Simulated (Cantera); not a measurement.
Cantera run:

```python
import numpy as np
import cantera as ct

gas_names = [...]  # 113 gases of nasa_gas.yaml made of C, H, O, Ti
cond_names = """
    C(gr) C6H6(L) C7H8(L) C8H18(L),n-octa H2O(s) H2O(L) Ti(a) Ti(b) Ti(L) TiC(s) TiC(L) TiO(a) TiO(b)
    TiO(L) TiO2(ru) TiO2(L) Ti2O3(a) Ti2O3(b) Ti2O3(L) Ti3O5(a) Ti3O5(b) Ti3O5(L) Ti4O7(s) Ti4O7(L)
""".split()


# ... load() reads the species with a 1 bar reference pressure and builds the phases ...
atoms = {
    'Ti(OiPr)4': {'Ti': 1, 'C': 12, 'H': 28, 'O': 4},
    'CH4': {'C': 1, 'H': 4},
    'H2': {'H': 2},
    'H2O': {'H': 2, 'O': 1},
}
top_T = {'C(gr)': 4500}  # K; cautious upper limits of use, not melting points


# ... equilibrate(T, P, feed) seeds the gas with the atoms and calls Mixture.equilibrate('TP', solver="vcs", rtol=1e-11, max_steps=5000) ...
results = []
feed = {'Ti(OiPr)4': 1, 'CH4': 0.15, 'H2': 12, 'H2O': 2.3}  # mol
P = 1700  # Pa
for T in [1000, 1100, 1200, 1300, 1400, 1500, 1600, 1700, 1800, 1900, 2000, 2100, 2200]:
    mix = equilibrate(T, P, feed)
    results.append((T, P, feed, dict(zip(mix.species_names, mix.species_moles))))

top = {s: max(r[3][s] / sum(r[3][g] for g in gas_names) for r in results) for s in gas_names}
cols = sorted((s for s in top if top[s] > 0.0001), key=lambda s: -top[s])[:8]
seen = [c for c in cond_names if any(r[3].get(c, 0) > 1e-12 for r in results)]
print("log10 of partial pressures in bar; condensed amounts in mol")
print(f"{'T/K':>10s}" + "".join(f"{s[:9]:>10s}" for s in cols + seen))
for T, P, feed, n in results:
    ng = sum(n[g] for g in gas_names)
    print(f"{T:10.4g}" + "".join(f"{np.log10(max(n[s] / ng * P / 1e5, 1e-99)):10.3f}" for s in cols)
          + "".join(f"{n.get(c, 0):10.4g}" for c in seen))
```

Output:

```
log10 of partial pressures in bar; condensed amounts in mol
       T/K        H2        CO         H C2H2,acet       CH4       H2O       CO2     C(gr)    TiC(s)  TiO2(ru)  Ti3O5(b)  Ti4O7(s)
      1000    -1.831    -2.656    -9.560   -10.774    -4.682    -4.890    -5.558      7.84         0         1         0         0
      1100    -1.834    -2.632    -8.504    -9.710    -5.113    -5.515    -6.319     7.592         0         0         0      0.25
      1200    -1.835    -2.625    -7.622    -8.823    -5.471    -6.046    -6.974     7.512         0         0    0.3333         0
      1300    -1.856    -2.513    -6.884    -8.096    -5.816    -6.409    -7.312     4.848         1         0         0         0
      1400    -1.856    -2.513    -6.241    -7.455    -6.077    -6.798    -7.792     4.848         1         0         0         0
      1500    -1.856    -2.513    -5.682    -6.901    -6.302    -7.134    -8.204     4.849         1         0         0         0
      1600    -1.856    -2.513    -5.193    -6.417    -6.500    -7.428    -8.563     4.848         1         0         0         0
      1700    -1.857    -2.513    -4.760    -5.991    -6.674    -7.686    -8.877     4.845         1         0         0         0
      1800    -1.857    -2.514    -4.375    -5.613    -6.828    -7.916    -9.154      4.84         1         0         0         0
      1900    -1.859    -2.514    -4.030    -5.277    -6.968    -8.122    -9.401     4.828         1         0         0         0
      2000    -1.862    -2.515    -3.720    -4.976    -7.096    -8.308    -9.623     4.806         1         0         0         0
      2100    -1.867    -2.518    -3.440    -4.707    -7.216    -8.480    -9.825     4.768         1         0         0         0
      2200    -1.876    -2.521    -3.187    -4.467    -7.332    -8.641   -10.010     4.707    0.9999         0         0         0
```

These are equilibrium values from Cantera (NASA tables, ideal gas, pure condensed phases), not measurements of a reactor. The feed counts by its element totals alone. TiC: taken at fixed stoichiometry. Condensed phases not in the tables: Magnéli phases beyond Ti4O7.
